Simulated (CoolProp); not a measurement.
R404A along the isotherm 207.3 K: Z from the reference equation and from simpler models built on Tc = 345.3 K, pc = 3.735 MPa, ω = 0.293; each cubic takes its own stable root.

Model: reference Helmholtz-energy equation of state, Lemmon 2003, in CoolProp. It is a pseudo-pure fit of the blend.

```
p (MPa)   phase  reference
-------  ------  ---------
0.124    liquid   0.005142
0.249    liquid    0.01032
0.373    liquid    0.01546
0.498    liquid    0.02064
0.622    liquid    0.02577
0.747    liquid    0.03094
0.871    liquid    0.03607
0.996    liquid    0.04124
1.12     liquid    0.04637
1.24     liquid    0.05133
1.37     liquid    0.05669
1.49     liquid    0.06165
1.62     liquid    0.06701
1.74     liquid    0.07196
1.87     liquid    0.07732
```

Problem. How far does each simpler model (van der Waals, Redlich-Kwong, Soave-Redlich-Kwong, Peng-Robinson) lie from the reference over these 15 states: mean and median of the absolute difference, and the worst?

Solution. 
- van der Waals: mean 1906.1 %, median 74.0 %, worst +18705.9 % at 207.3 K and 0.124 MPa
- Redlich-Kwong: mean 18.4 %, median 18.4 %, worst +18.5 % at 207.3 K and 0.124 MPa
- Soave-Redlich-Kwong: mean 14.3 %, median 14.3 %, worst +14.4 % at 207.3 K and 0.124 MPa
- Peng-Robinson: mean 1.4 %, median 1.4 %, worst +1.4 % at 207.3 K and 0.124 MPa

At some of these states van der Waals gives the other phase, because its saturation line lies elsewhere.
